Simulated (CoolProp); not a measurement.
Values from CoolProp's reference Helmholtz-energy equation of state, Span 2000.

### Question
For nitrogen, give the phase and the cp (kJ/(kg K)), Joule-Thomson coefficient (K/MPa), Prandtl number at 325.8 K and 98.4 kPa; 820.1 K and 5060 kPa.

### Answer
- 325.8 K and 98.4 kPa: gas; cp 1.04, Joule-Thomson coefficient 1.76, Prandtl number 0.714
- 820.1 K and 5060 kPa: supercritical; cp 1.13, Joule-Thomson coefficient -0.453, Prandtl number 0.727

Viscosity comes from a separate model (Lemmon 2004). Thermal conductivity comes from a separate model (Lemmon 2004).
